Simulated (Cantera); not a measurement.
A diamond (100) surface in a fixed gas of H2 with x(CH4) = 0.016, x(H) = 0.0002, x(CH3) = 0.00074, 39.8 Torr; coverages are run to steady state.

Detailed kinetics in Cantera: the Harris–Goodwin 1993 mechanism for the reconstructed diamond (100) surface.

θ: site fractions in the mechanism's names (c6HH fully hydrogenated, c6H* and c6*H radical sites, c6** diradical, c6HM methylated).

| T (K) | growth (µm/h) | θ c6HH | θ c6H* | θ c6*H | θ c6** | θ c6HM |
|---|---|---|---|---|---|---|
| 925 | 2.86 | 0.196 | 0.00328 | 0.0845 | 0.000695 | 0.563 |
| 1000 | 3.96 | 0.297 | 0.00812 | 0.166 | 0.00189 | 0.384 |
| 1075 | ___ | ___ | ___ | ___ | ___ | ___ |
| 1150 | 1.39 | 0.523 | 0.0275 | 0.389 | 0.00659 | 0.0278 |
| 1225 | 0.943 | 0.539 | 0.0329 | 0.402 | 0.00760 | 0.00500 |
| 1300 | 0.648 | 0.558 | 0.0364 | 0.389 | 0.00813 | 0.000950 |
| 1375 | ___ | 0.586 | 0.0385 | 0.365 | 0.00805 | ___ |

Problem. What belongs in the gaps?

Solution. 
- 1075, growth (µm/h): 2.81
- 1075, θ c6HH: 0.457
- 1075, θ c6H*: 0.0184
- 1075, θ c6*H: 0.310
- 1075, θ c6**: 0.00447
- 1075, θ c6HM: 0.139
- 1375, growth (µm/h): 0.249
- 1375, θ c6HM: 0.000201
